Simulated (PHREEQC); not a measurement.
1 kg of water holding 0.0047 mol Na2CO3 and 0.0056 mol Na2SO4 is evaporated at 15 °C; the solids stay in contact with the brine. CO2 is held at log p = -3.4 (atm). Only these solids could form: Burkeite, Mirabilite, Nahcolite, Natron, Thenardite, Trona.

Base run: PHREEQC, Pitzer model, pitzer.dat. Each further column changes one thing. The table gives ionic strength.

```json
[
 {"H2O removed (mol)": "0", "base": "0.0268", "temperature from 15 to 50 °C": "0.0274", "temperature from 15 to 75 °C": "0.0277"},
 {"H2O removed (mol)": "24.69", "base": "0.0490", "temperature from 15 to 50 °C": "0.0504", "temperature from 15 to 75 °C": "0.0509"},
 {"H2O removed (mol)": "38.4", "base": "0.0898", "temperature from 15 to 50 °C": "0.0925", "temperature from 15 to 75 °C": "0.0935"},
 {"H2O removed (mol)": "46.01", "base": "0.165", "temperature from 15 to 50 °C": "0.170", "temperature from 15 to 75 °C": "0.171"},
 {"H2O removed (mol)": "50.23", "base": "0.302", "temperature from 15 to 50 °C": "0.310", "temperature from 15 to 75 °C": "0.312"},
 {"H2O removed (mol)": "52.58", "base": "0.553", "temperature from 15 to 50 °C": "0.564", "temperature from 15 to 75 °C": "0.568"},
 {"H2O removed (mol)": "53.88", "base": "1.01", "temperature from 15 to 50 °C": "1.02", "temperature from 15 to 75 °C": "1.03"},
 {"H2O removed (mol)": "54.6", "base": "1.84", "temperature from 15 to 50 °C": "1.86", "temperature from 15 to 75 °C": "1.86"},
 {"H2O removed (mol)": "55.01", "base": "3.34", "temperature from 15 to 50 °C": "3.36", "temperature from 15 to 75 °C": "3.36"},
 {"H2O removed (mol)": "55.23", "base": "5.22", "temperature from 15 to 50 °C": "6.05", "temperature from 15 to 75 °C": "6.04"}
]
```

 Away from 25 °C the constants follow the database's enthalpies or fits; those with neither stay at their 25 °C values.
